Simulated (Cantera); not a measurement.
## Thermodynamics of calcination and drying, feed Ca(OH)2 + H2O

Input: 1 mol Ca(OH)2, 0.12 mol H2O, equilibrated at 1498 K and 0.133 bar.

Cantera equilibrium calculation (NASA polynomials, part measured and part estimated; ideal gas, pure solids and liquids). Candidate condensed phases: Ca, CaO, Ca(OH)2, H2O; 14 gas species. The numbers say what is thermodynamically allowed, not how fast it happens.

x(H2O): 0.999
x(H2): 0.000382
x(O2): 0.000174
x(OH): 6.83e-5
n(CaO(s)): 1.000 mol
gas amount: 1.120 mol
log10 activity of Ca(l) (absent): -14.27
